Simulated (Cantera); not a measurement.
A Cantera script and what it prints.

```python
import numpy as np
import cantera as ct

gas_names = """
    CL CLO CL2 H HCL HOCL HO2 H2 H2O H2O2 O OH O2 O3 Si SiCL SiCL2 SiCL3 SiCL4 SiH SiHCL3 SiH2 SiH2CL2
    SiH3 SiH3CL SiH4 SiO SiO2 Si2 Si3
""".split()
cond_names = """
    H2O(s) H2O(L) Si(cr) Si(L) SiO2(Lqz) SiO2(hqz) SiO2(L)
""".split()


# ... load() reads the species with a 1 bar reference pressure and builds the phases ...
atoms = {
    'SiCl4': {'Si': 1, 'CL': 4},
    'O2': {'O': 2},
    'H2': {'H': 2},
}
top_T = {}  # K; cautious upper limits of use, not melting points


# ... equilibrate(T, P, feed) seeds the gas with the atoms and calls Mixture.equilibrate('TP', solver="vcs", rtol=1e-11, max_steps=5000) ...
results = []
feed = {'SiCl4': 1, 'O2': 7.9, 'H2': 9.5}  # mol
P = 1000  # Pa
for T in [650, 725, 800, 875, 950, 1025, 1100, 1175, 1250, 1325]:
    mix = equilibrate(T, P, feed)
    results.append((T, P, feed, dict(zip(mix.species_names, mix.species_moles))))

top = {s: max(r[3][s] / sum(r[3][g] for g in gas_names) for r in results) for s in gas_names}
cols = sorted((s for s in top if top[s] > 0.0001), key=lambda s: -top[s])[:9]
seen = [c for c in cond_names if any(r[3].get(c, 0) > 1e-12 for r in results)]
print("log10 of partial pressures in bar; condensed amounts in mol")
print(f"{'T/K':>10s}" + "".join(f"{s[:9]:>10s}" for s in cols + seen))
for T, P, feed, n in results:
    ng = sum(n[g] for g in gas_names)
    print(f"{T:10.4g}" + "".join(f"{np.log10(max(n[s] / ng * P / 1e5, 1e-99)):10.3f}" for s in cols)
          + "".join(f"{n.get(c, 0):10.4g}" for c in seen))
```

Output:

```
log10 of partial pressures in bar; condensed amounts in mol
       T/K       H2O       HCL        O2       CL2        CL        OH SiO2(Lqz) SiO2(hqz)
       650    -2.247    -2.717    -2.704    -3.360    -8.566   -12.630         1         0
       725    -2.268    -2.635    -2.686    -3.652    -7.689   -11.290         1         0
       800    -2.279    -2.598    -2.676    -3.956    -7.007   -10.199         1         0
       875    -2.285    -2.581    -2.672    -4.244    -6.459    -9.292         0         1
       950    -2.287    -2.573    -2.670    -4.503    -6.003    -8.528         0         1
      1025    -2.289    -2.570    -2.669    -4.731    -5.618    -7.875         0         1
      1100    -2.289    -2.568    -2.669    -4.933    -5.286    -7.310         0         1
      1175    -2.290    -2.568    -2.669    -5.112    -4.997    -6.817         0         1
      1250    -2.290    -2.568    -2.669    -5.272    -4.744    -6.383         0         1
      1325    -2.289    -2.570    -2.670    -5.417    -4.520    -5.998         0         1
```

Cantera equilibrium calculation (NASA polynomials, part measured and part estimated; ideal gas, pure solids and liquids). The tables hold silica as quartz up to 1696 K and as liquid above; real silica turns to tridymite and cristobalite and melts near 1996 K.
